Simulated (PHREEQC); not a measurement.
**Sulfide liquor: an equilibrium model**

Make-up at 15 °C: 0.002 mol/kgw NaHS and 0.2 mol/kgw NaOH. Closed to the air; pH follows from the charge balance.

Model: ion-association model, phreeqc.dat, run in PHREEQC.

The pH is 13.49 and the ionic strength is 0.204 mol/kgw. The activity of water comes out as 0.993 and the specific conductance is 30600 µS/cm. The density comes out as 1.008 g/cm³ and the total alkalinity is 202 meq/kg.

| species | molality | activity | log γ |
|---|---|---|---|
| Na+ | 0.202 | 0.152 | -0.125 |
| OH- | 0.198 | 0.141 | -0.149 |
| S-2 | 0.00163 | 0.000490 | -0.521 |
| HS- | 0.000372 | 0.000264 | -0.149 |

This is a speciation only: nothing precipitates in the calculation. Species that the database lacks are ignored. The database's pK near 12.9 for HS-/S-2 is now thought far too low, so its S-2 is overstated.
